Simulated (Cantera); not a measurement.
Input: 1 mol AlN, 0.29 mol C, 4.8 mol N₂, at 1577 °C.

Method: chemical equilibrium by Gibbs-energy minimisation in Cantera with the NASA 1993 tables (ideal gas, pure condensed phases). Candidate condensed phases: Al, AlN, C; 16 gas species. Equilibrium is a limit: real reactors are often held back by kinetics, nucleation or transport.

Problem. Which condensed phases are stable at each of these points (P (Pa)): 1, 7.20, 52, 370, 2700, 19000, 140000, 1000000?

Solution. 
| P (Pa) | condensed phases | Al condensed (%) |
|---|---|---|
| 1 | C(graphite) | 0.0 |
| 7.20 | C(graphite) | 0.0 |
| 52 | AlN(s) + C(graphite) | 54.5 |
| 370 | AlN(s) + C(graphite) | 98.0 |
| 2700 | AlN(s) + C(graphite) | 99.9 |
| 19000 | AlN(s) + C(graphite) | 100.0 |
| 140000 | AlN(s) + C(graphite) | 100.0 |
| 1000000 | AlN(s) + C(graphite) | 100.0 |

From 1.00e-5 bar to 7.20e-5 bar the condensed part is C(graphite). From 0.000520 bar to 10.0 bar the condensed part is AlN(s) + C(graphite).
